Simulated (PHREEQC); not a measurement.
Dissolve 38 mmol/kgw TMAH at 25 °C. Closed to the air; pH follows from the charge balance.

All values are PHREEQC results (ion-association model, phreeqc.dat), not measurements.

No solid was allowed to form.

Problem. Estimate the pH.

Solution. pH 12.49.

(CH3)4N+ isn't in the database: it is added as a free cation with an ion size of 4 Å.
